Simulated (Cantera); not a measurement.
Input (Python, Cantera):

```python
import numpy as np
import cantera as ct

gas = ct.Solution("gri30.yaml")
gas.TPX = 1525, 500000, {'CO': 1, 'H2': 0.49, 'CH4': 0.79, 'O2': 1.94, 'N2': 7.29, 'H2O': 2}
reactor = ct.IdealGasReactor(gas, energy="on", clone=False)
net = ct.ReactorNet([reactor])
net.rtol, net.atol = 1e-08, 1e-16
show = ['CO', 'H2', 'CH4', 'C2H6', 'N2O', 'C2H2', 'OH']
times = np.geomspace(2e-06, 0.2, 16)

steps = ct.SolutionArray(gas, extra=["t"])
rows = []
print(f"{'t/s':>10s}{'T/K':>9s}{'P/Pa':>11s}" + "".join(f"{s:>11s}" for s in show))
for t in times:
    while net.time < t:
        t_next = net.step()
        steps.append(gas.state, t=t_next)
    rows.append([np.interp(t, steps.t, y) for y in (steps.T, steps.P, *steps(*show).X.T)])
    print(f"{t:10.3e}{rows[-1][0]:9.1f}{rows[-1][1]:11.4g}" + "".join(f"{x:11.3e}" for x in rows[-1][2:]))
rate = np.gradient(steps.T, steps.t)
print("integrator steps:", len(steps.t))
if steps.T.max() > steps.T[0] + 200:
    print(f"time of steepest temperature rise: {steps.t[rate.argmax()]:.4e} s")
gas.TPX = 1525, 500000, {'CO': 1, 'H2': 0.49, 'CH4': 0.79, 'O2': 1.94, 'N2': 7.29, 'H2O': 2}
gas.equilibrate("UV")
print(f"equilibrium (UV): T = {gas.T:.1f} K  " + "  ".join(f"{s} {gas[s].X[0]:.3e}" for s in show))
```

It prints:

```
       t/s      T/K       P/Pa         CO         H2        CH4       C2H6        N2O       C2H2         OH
 2.000e-06   1525.0      5e+05  7.402e-02  3.627e-02  5.847e-02  1.029e-09  4.554e-12  1.517e-15  1.161e-07
 4.309e-06   1525.0      5e+05  7.402e-02  3.627e-02  5.846e-02  2.024e-08  1.826e-11  6.139e-14  2.754e-07
 9.283e-06   1525.1      5e+05  7.401e-02  3.625e-02  5.842e-02  6.824e-07  9.759e-11  6.292e-12  1.052e-06
 2.000e-05   1528.1  5.009e+05  7.395e-02  3.601e-02  5.787e-02  6.403e-05  9.984e-10  5.876e-09  8.706e-06
 4.309e-05   1592.0  5.216e+05  7.467e-02  3.512e-02  5.076e-02  1.145e-03  1.151e-08  7.944e-06  4.337e-05
 9.283e-05   2918.0  9.563e+05  5.861e-02  2.852e-02  3.337e-13  2.125e-25  9.000e-07  4.964e-16  1.899e-02
 2.000e-04   2910.1  9.538e+05  5.901e-02  2.895e-02  3.576e-13  2.391e-25  9.215e-07  5.228e-16  1.827e-02
 4.309e-04   2903.4  9.516e+05  5.936e-02  2.931e-02  3.791e-13  2.640e-25  9.835e-07  5.456e-16  1.768e-02
 9.283e-04   2901.8  9.511e+05  5.944e-02  2.940e-02  3.841e-13  2.699e-25  1.003e-06  5.508e-16  1.755e-02
 2.000e-03   2901.8  9.511e+05  5.944e-02  2.940e-02  3.842e-13  2.701e-25  1.003e-06  5.509e-16  1.755e-02
 4.309e-03   2901.8  9.511e+05  5.944e-02  2.940e-02  3.842e-13  2.701e-25  1.003e-06  5.509e-16  1.755e-02
 9.283e-03   2901.8  9.511e+05  5.944e-02  2.940e-02  3.842e-13  2.701e-25  1.003e-06  5.509e-16  1.755e-02
 2.000e-02   2901.8  9.511e+05  5.944e-02  2.940e-02  3.842e-13  2.701e-25  1.003e-06  5.509e-16  1.755e-02
 4.309e-02   2901.8  9.511e+05  5.944e-02  2.940e-02  3.842e-13  2.701e-25  1.003e-06  5.509e-16  1.755e-02
 9.283e-02   2901.8  9.511e+05  5.944e-02  2.940e-02  3.842e-13  2.701e-25  1.003e-06  5.509e-16  1.755e-02
 2.000e-01   2901.8  9.511e+05  5.944e-02  2.940e-02  3.842e-13  2.701e-25  1.003e-06  5.509e-16  1.755e-02
integrator steps: 1871
time of steepest temperature rise: 6.0320e-05 s
equilibrium (UV): T = 2901.8 K  CO 5.944e-02  H2 2.940e-02  CH4 4.684e-13  C2H6 3.768e-25  N2O 1.003e-06  C2H2 5.903e-16  OH 1.755e-02
```

Computed with Cantera and GRI-Mech 3.0 (53 species, 325 reactions).
